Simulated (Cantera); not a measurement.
# Thermodynamics of silicon oxide and oxynitride deposition, feed SiF₄ + N₂O + N₂

Input: 1 mol SiF₄, 0.28 mol N₂O, 30 mol N₂, equilibrated at 1025 K and 133 Pa.

Method: chemical equilibrium by Gibbs-energy minimisation in Cantera with the NASA 1993 tables (ideal gas, pure condensed phases). Candidate condensed phases: Si, SiO₂, Si₂N₂O, Si₃N₄; 28 gas species. Equilibrium is a limit: real reactors are often held back by kinetics, nucleation or transport.

```json
{
  "x(N₂)": "0.964",
  "x(SiF₄)": "0.0318",
  "x(O₂)": "0.00445",
  "x(NO)": "6.59e-6",
  "gas_amount": "31.42 mol",
  "log10 activity of Si(s) (absent)": "-31.76"
}
```
